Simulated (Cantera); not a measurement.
Charge: 1 mol Al2O3, 0.015 mol HCl, 0.04 mol H2, 0.076 mol H2O, at 1377 °C and 93.0 mbar.

Cantera equilibrium calculation (NASA polynomials, part measured and part estimated; ideal gas, pure solids and liquids). Candidate condensed phases: Al, AlCl3, Al2O3, H2O; 29 gas species. Gases not in the tables: Al(OH)3. Kinetics and transport are ignored.

Base state: H2O 0.580, H2 0.305, HCl 0.114, H 0.000165, Cl 4.84e-5, OH 1.41e-5 (mole fractions); condensed: Al2O3(s).

**Question.** What changes in the equilibrium state with this change: Al2O3 replaced by Fe3O4?

**Answer.** 
```tsv
species	before	after
H2O	0.580	0.878
HCl	0.114	0.103
H2	0.305	0.0132
FeCl2	0	0.00551
Fe(OH)2	0	5.01e-5
OH	1.41e-5	0.000103
H	0.000165	3.42e-5
Cl	4.84e-5	0.000210
Al2O3(s), mol	1.00	0
FeO(l), mol	0	0.114
Fe3O4(s), mol	0	0.962
```
Mutual solubility and eutectic melting of coexisting phases are not modelled. The tables' stoichiometric FeO is somewhat more stable than real wüstite, so its field is too wide. FeO: taken at fixed stoichiometry. Further candidate phases: Fe, FeCl2, FeCl3, FeO, Fe(OH)2, Fe(OH)3, Fe2O3, Fe3O4.
